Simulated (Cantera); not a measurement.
What does this Cantera script print?

```python
import numpy as np
import cantera as ct

gas_names = [...]  # 123 gases of nasa_gas.yaml made of C, H, O, Si
cond_names = """
    C(gr) C6H6(L) C7H8(L) C8H18(L),n-octa H2O(s) H2O(L) Si(cr) Si(L) SiC(b) SiO2(Lqz) SiO2(hqz) SiO2(L)
""".split()


# ... load() reads the species with a 1 bar reference pressure and builds the phases ...
atoms = {
    'HMDSO': {'Si': 2, 'C': 6, 'H': 18, 'O': 1},
    'O3': {'O': 3},
}
top_T = {'C(gr)': 4500, 'SiC(b)': 3050}  # K; cautious upper limits of use, not melting points


# ... equilibrate(T, P, feed) seeds the gas with the atoms and calls Mixture.equilibrate('TP', solver="vcs", rtol=1e-11, max_steps=5000) ...
results = []
feed = {'HMDSO': 1, 'O3': 0.72}  # mol
T = 600  # K
P = 10000  # Pa
mix = equilibrate(T, P, feed)
results.append((T, P, feed, dict(zip(mix.species_names, mix.species_moles))))
x = sorted(zip(gas.X, gas.species_names), reverse=True)
print(f"T = {T:g} K  P = {P:g} Pa  gas = {mix.phase_moles(0):.4g} mol")
print("   x: " + "  ".join(f"{s} {v:.3e}" for v, s in x if v > 0.0001))
print("   condensed (mol): " + ("  ".join(f"{mix.phase(i).name} {mix.phase_moles(i):.4g}"
      for i in range(1, mix.n_phases) if mix.phase_moles(i) > 1e-12) or "none"))
```

Output:

```
T = 600 K  P = 10000 Pa  gas = 5.223 mol
   x: CH4 7.231e-01  H2 2.769e-01
   condensed (mol): C(gr) 1.803  SiC(b) 0.42  SiO2(Lqz) 1.58
```

These are equilibrium values from Cantera (NASA tables, ideal gas, pure condensed phases), not measurements of a reactor. The feed counts by its element totals alone.
